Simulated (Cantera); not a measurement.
Cantera run, input and output.

```python
import numpy as np
import cantera as ct

gas = ct.Solution("gri30.yaml")
gas.TPX = 1575, 47000, {'CH4': 1, 'O2': 2.5, 'N2': 9.4}
reactor = ct.IdealGasConstPressureReactor(gas, energy="on", clone=False)
net = ct.ReactorNet([reactor])
net.rtol, net.atol = 1e-08, 1e-16
show = ['CH4', 'O2', 'CO', 'NO2', 'C2H4']
times = np.geomspace(3e-06, 0.4, 13)

steps = ct.SolutionArray(gas, extra=["t"])
rows = []
print(f"{'t/s':>10s}{'T/K':>9s}{'P/Pa':>11s}" + "".join(f"{s:>11s}" for s in show))
for t in times:
    while net.time < t:
        t_next = net.step()
        steps.append(gas.state, t=t_next)
    rows.append([np.interp(t, steps.t, y) for y in (steps.T, steps.P, *steps(*show).X.T)])
    print(f"{t:10.3e}{rows[-1][0]:9.1f}{rows[-1][1]:11.4g}" + "".join(f"{x:11.3e}" for x in rows[-1][2:]))
rate = np.gradient(steps.T, steps.t)
print("integrator steps:", len(steps.t))
if steps.T.max() > steps.T[0] + 200:
    print(f"time of steepest temperature rise: {steps.t[rate.argmax()]:.4e} s")
gas.TPX = 1575, 47000, {'CH4': 1, 'O2': 2.5, 'N2': 9.4}
gas.equilibrate("HP")
print(f"equilibrium (HP): T = {gas.T:.1f} K  " + "  ".join(f"{s} {gas[s].X[0]:.3e}" for s in show))
```

Result:

```
       t/s      T/K       P/Pa        CH4         O2         CO        NO2       C2H4
 3.000e-06   1575.0    4.7e+04  7.752e-02  1.938e-01  2.117e-12  6.446e-22  1.171e-13
 8.020e-06   1575.0    4.7e+04  7.752e-02  1.938e-01  3.327e-11  2.451e-20  5.600e-12
 2.144e-05   1575.0    4.7e+04  7.751e-02  1.938e-01  5.035e-10  6.413e-19  1.859e-10
 5.733e-05   1575.0    4.7e+04  7.750e-02  1.938e-01  9.804e-09  1.608e-17  5.289e-09
 1.533e-04   1574.9    4.7e+04  7.745e-02  1.938e-01  2.896e-07  4.654e-16  1.829e-07
 4.097e-04   1575.6    4.7e+04  7.695e-02  1.935e-01  1.925e-05  1.816e-14  1.123e-05
 1.095e-03   2358.8    4.7e+04  3.126e-17  5.185e-02  3.446e-02  5.924e-09  7.596e-26
 2.929e-03   2647.8    4.7e+04  6.959e-17  4.605e-02  2.624e-02  7.532e-07  1.046e-25
 7.830e-03   2644.3    4.7e+04  7.298e-17  4.347e-02  2.612e-02  2.144e-06  1.086e-25
 2.093e-02   2641.1    4.7e+04  7.439e-17  4.210e-02  2.611e-02  2.871e-06  1.104e-25
 5.596e-02   2640.9    4.7e+04  7.447e-17  4.203e-02  2.611e-02  2.910e-06  1.105e-25
 1.496e-01   2640.9    4.7e+04  7.447e-17  4.203e-02  2.611e-02  2.910e-06  1.105e-25
 4.000e-01   2640.9    4.7e+04  7.447e-17  4.203e-02  2.611e-02  2.910e-06  1.105e-25
integrator steps: 1753
time of steepest temperature rise: 1.0219e-03 s
equilibrium (HP): T = 2640.9 K  CH4 1.033e-16  O2 4.203e-02  CO 2.611e-02  NO2 2.910e-06  C2H4 1.263e-25
```

Detailed kinetics in Cantera: GRI-Mech 3.0 (53 species, 325 reactions).
